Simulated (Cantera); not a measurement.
**Fe(CO)5 + H2 (iron carbonyl, mercury and lead vapours)**

Charge: 1 mol Fe(CO)5, 0.33 mol H2, held at 13000 Pa.

Equilibrium computed with Cantera from the NASA thermochemical tables; the gas is ideal and each condensed phase is pure. Candidate condensed phases: C, C6H6, C7H8, C8H18, Fe, Fe(CO)5, FeO, Fe(OH)2, Fe(OH)3, Fe2O3, Fe3O4, H2O; 114 gas species. Condensed phases not in the tables: cementite and carbon dissolved in iron. Rates play no part.

```
T (°C)  log p CO  log p H2  log p CO2  log p H2O  log p CH4  log p H  log p C2H2 (acetylene)  log p Fe  n C(graphite)  n Fe(α)  n Fe(γ)
------  --------  --------  ---------  ---------  ---------  -------  ----------------------  --------  -------------  -------  -------
775        -0.93     -2.09      -2.51      -3.75      -5.42    -9.16                  -10.50    -12.85          0.132     1.00        0
800        -0.92     -2.09      -2.69      -3.90      -5.53    -8.90                  -10.24    -12.38         0.0865     1.00        0
825        -0.92     -2.09      -2.88      -4.05      -5.63    -8.65                   -9.99    -11.93         0.0573     1.00        0
850        -0.92     -2.09      -3.05      -4.19      -5.72    -8.42                   -9.75    -11.51         0.0385     1.00        0
875        -0.92     -2.09      -3.22      -4.33      -5.81    -8.19                   -9.53    -11.10         0.0263     1.00        0
900        -0.92     -2.09      -3.39      -4.46      -5.90    -7.98                   -9.31    -10.71         0.0182     1.00        0
925        -0.91     -2.09      -3.54      -4.59      -5.98    -7.77                   -9.10    -10.33         0.0128        0     1.00
950        -0.91     -2.09      -3.69      -4.71      -6.06    -7.57                   -8.90     -9.98        0.00911        0     1.00
975        -0.91     -2.09      -3.83      -4.82      -6.14    -7.38                   -8.71     -9.63        0.00659        0     1.00
1000       -0.91     -2.09      -3.97      -4.93      -6.22    -7.19                   -8.52     -9.30        0.00482        0     1.00
1025       -0.91     -2.09      -4.10      -5.04      -6.29    -7.02                   -8.35     -8.99        0.00358        0     1.00
1050       -0.91     -2.09      -4.23      -5.14      -6.36    -6.85                   -8.18     -8.68        0.00268        0     1.00
1075       -0.91     -2.09      -4.35      -5.24      -6.42    -6.68                   -8.01     -8.39        0.00203        0     1.00
```
log p: log10 of the partial pressure in bar; n: condensed amount in mol.

From 775 °C to 900 °C the condensed part is C(graphite) + Fe(α). From 925 °C to 1075 °C the condensed part is C(graphite) + Fe(γ).
